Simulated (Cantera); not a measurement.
Input (Python, Cantera) and output of one run.

```python
import numpy as np
import cantera as ct

gas_names = """
    F F2 H HF H2 H2F2 H3F3 H4F4 H5F5 H6F6 H7F7 N NF NF2 NF3 NH NH2 NH3 N2 N2H2 N2H4 Si SiF SiF2 SiF3
    SiF4 SiH SiHF3 SiH2 SiH2F2 SiH3 SiH3F SiH4 SiN Si2 Si2N Si3
""".split()
cond_names = """
    Si(cr) Si(L) Si3N4(a)
""".split()


# ... load() reads the species with a 1 bar reference pressure and builds the phases ...
atoms = {
    'Si3N4': {'Si': 3, 'N': 4},
    'HF': {'H': 1, 'F': 1},
    'F2': {'F': 2},
}
top_T = {'Si3N4(a)': 2400}  # K; cautious upper limits of use, not melting points


# ... equilibrate(T, P, feed) seeds the gas with the atoms and calls Mixture.equilibrate('TP', solver="vcs", rtol=1e-11, max_steps=5000) ...
results = []
feed = {'Si3N4': 1, 'HF': 4.2, 'F2': 12}  # mol
T = 1400  # K
P = 3000  # Pa
mix = equilibrate(T, P, feed)
results.append((T, P, feed, dict(zip(mix.species_names, mix.species_moles))))
x = sorted(zip(gas.X, gas.species_names), reverse=True)
print(f"T = {T:g} K  P = {P:g} Pa  gas = {mix.phase_moles(0):.4g} mol")
print("   x: " + "  ".join(f"{s} {v:.3e}" for v, s in x if v > 0.0001))
print("   condensed (mol): " + ("  ".join(f"{mix.phase(i).name} {mix.phase_moles(i):.4g}"
      for i in range(1, mix.n_phases) if mix.phase_moles(i) > 1e-12) or "none"))
```

Output:

```
T = 1400 K  P = 3000 Pa  gas = 21.13 mol
   x: F 5.613e-01  HF 1.988e-01  SiF4 1.420e-01  N2 9.465e-02  F2 3.306e-03
   condensed (mol): none
```

Equilibrium computed with Cantera from the NASA thermochemical tables; the gas is ideal and each condensed phase is pure.
